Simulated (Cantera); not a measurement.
Roasting and sulfation: MgCO₃ + SO₂ + N₂ + O₂

Feed: 1 mol MgCO₃, 0.064 mol SO₂, 0.56 mol N₂, 0.95 mol O₂, at 33000 Pa.

These are equilibrium values from Cantera (NASA tables, ideal gas, pure condensed phases), not measurements of a reactor. Candidate condensed phases: C, Mg, MgCO₃, MgO, MgS, MgSO₄, S; 40 gas species. Rates play no part.

| T (°C) | log p CO₂ | log p O₂ | log p N₂ | log p SO₂ | log p SO₃ | log p NO | n MgO(s) |
|---|---|---|---|---|---|---|---|
| 925 | -0.89 | -0.92 | -1.14 | -2.12 | -3.16 | -4.35 | 1.00 |
| 975 | -0.89 | -0.92 | -1.14 | -2.11 | -3.32 | -4.19 | 1.00 |
| 1025 | -0.89 | -0.91 | -1.14 | -2.10 | -3.47 | -4.05 | 1.00 |
| 1075 | -0.89 | -0.91 | -1.14 | -2.10 | -3.61 | -3.91 | 1.00 |
| 1125 | -0.89 | -0.91 | -1.14 | -2.10 | -3.74 | -3.78 | 1.00 |
| 1175 | -0.89 | -0.91 | -1.14 | -2.09 | -3.86 | -3.67 | 1.00 |
| 1225 | -0.89 | -0.91 | -1.14 | -2.09 | -3.97 | -3.56 | 1.00 |
| 1275 | -0.89 | -0.92 | -1.14 | -2.09 | -4.08 | -3.45 | 1.00 |
| 1325 | -0.89 | -0.92 | -1.15 | -2.09 | -4.18 | -3.36 | 1.00 |
log p: log10 of the partial pressure in bar; n: condensed amount in mol.

From 925 °C to 1325 °C the condensed part is MgO(s).
